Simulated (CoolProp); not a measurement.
Vapour-liquid equilibrium of dimethyl carbonate (1) + n-decane (2) at 108.45 °C; x and y are mole fractions of (1).

Model: multi-fluid Helmholtz-energy mixture model, Zhou 2011 and Lemmon 2006; pair parameters Bell 2016, in CoolProp.

```
x     bubble pressure, mixture model (bar)  bubble pressure, Raoult's law (bar)  y, mixture model  y, Raoult's law
----  ------------------------------------  -----------------------------------  ----------------  ---------------
0.05                                0.4833                               0.2140             0.732            0.411
0.2                                  1.114                               0.4579             0.892            0.768
0.35                                 1.360                               0.7018             0.917            0.877
0.5                                  1.450                               0.9457             0.926            0.930
0.65                                 1.508                                1.190             0.933            0.961
0.8                                  1.588                                1.433             0.946            0.981
0.95                                 1.710                                1.677             0.980            0.996
```

The largest gap from Raoult's law is +143.3 % in bubble pressure, at x = 0.2. No azeotrope shows between x = 0.05 and 0.95.

Pair parameters are fitted to limited data, so mixtures are less certain than the pure fluids. With so large a gap from Raoult's law the liquid may split in two, which this calculation doesn't test in full.
